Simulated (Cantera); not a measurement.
## Gas-phase reforming

A perfectly stirred reactor is fed with CH4 : CO2 = 1 : 4.5 (molar parts), at 0.197 atm; it is held at 2025 K, and followed from long to short residence time.

Computed with Cantera and GRI-Mech 3.0 (53 species, 325 reactions).

```csv
τ (s),x CH4,x CO2,x H2O2,x H2O,x CH3
0.93,0.000432,0.273,7.90e-11,0.195,5.73e-5
0.30,0.00129,0.277,7.55e-11,0.194,0.000166
0.095,0.00336,0.291,7.51e-11,0.192,0.000429
0.031,0.00750,0.335,7.58e-11,0.187,0.000927
0.0098,0.0166,0.427,6.80e-11,0.170,0.00183
0.0031,0.0372,0.546,4.38e-11,0.125,0.00333
0.0010,0.0739,0.668,1.83e-11,0.0613,0.00536
0.00032,0.122,0.761,5.10e-12,0.0164,0.00705
0.00010,0.164,0.808,<1e-12,0.00193,0.00594
```
x: mole fraction; the columns are a selection and need not sum to one.
